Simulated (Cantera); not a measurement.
Feed: 1 mol Ti, a varied amount of H₂O, at 8.10 mbar.

Method: chemical equilibrium by Gibbs-energy minimisation in Cantera with the NASA 1993 tables (ideal gas, pure condensed phases). Candidate condensed phases: H₂O, Ti, TiO, TiO₂, Ti₂O₃, Ti₃O₅, Ti₄O₇; 12 gas species. Mutual solubility and eutectic melting of coexisting phases are not modelled. Condensed phases not in the tables: Magnéli phases beyond Ti₄O₇. Kinetics and transport are ignored.

Stable condensed phases, one row left out:

```
T in °C \ n(H₂O) in mol
         1.7 2.2 2.9 3.7 4.9 6.4 8.3  11  14  18
   1700    A   B   C   C   C   C   C   C   C   C
   1600    A   D   C   C   C   C   C   C   C   C
   1550    A   D   C   C   C   C   C   C   C   C
   1500    A   C   C   C   C   C   C   C   C   C
   1450    A   C   C   C   C   C   C   C   C   C
   1400    E   C   C   C   C   C   C   C   C   C
   1350    E   C   C   C   C   C   C   C   C   C
   1300    E   C   C   C   C   C   C   C   C   C
```

A: Ti₃O₅; B: Ti₄O₇; C: TiO₂; D: TiO₂ + Ti₄O₇; E: Ti₃O₅ + Ti₄O₇.

Problem. Give the row for 1650 °C.

Solution. 1.7: Ti₃O₅; 2.2: TiO₂ + Ti₄O₇; 2.9: TiO₂; 3.7: TiO₂; 4.9: TiO₂; 6.4: TiO₂; 8.3: TiO₂; 11: TiO₂; 14: TiO₂; 18: TiO₂.
